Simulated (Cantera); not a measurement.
Input: 1 mol TiO₂, 3 mol CO, held at 1725 K and 100 Torr.

Method: chemical equilibrium by Gibbs-energy minimisation in Cantera with the NASA 1993 tables (ideal gas, pure condensed phases). Candidate condensed phases: C, Ti, TiC, TiO, TiO₂, Ti₂O₃, Ti₃O₅, Ti₄O₇; 15 gas species. Mutual solubility and eutectic melting of coexisting phases are not modelled. Condensed phases not in the tables: Magnéli phases beyond Ti₄O₇. The numbers say what is thermodynamically allowed, not how fast it happens.

Base state: CO 0.981, CO₂ 0.0191 (mole fractions); condensed: TiO₂(rutile) + Ti₄O₇(s).

Task: What changes in the equilibrium state with this change: temperature from 1725 K to 925 K?

Result: 
```json
[
 {"species": "CO", "before": "0.981", "after": "0.765"},
 {"species": "CO₂", "before": "0.0191", "after": "0.235"},
 {"species": "TiO₂(rutile), mol", "before": "0.771", "after": "1.00"},
 {"species": "Ti₄O₇(s), mol", "before": "0.0573", "after": "0"},
 {"species": "C(graphite), mol", "before": "0", "after": "0.570"}
]
```
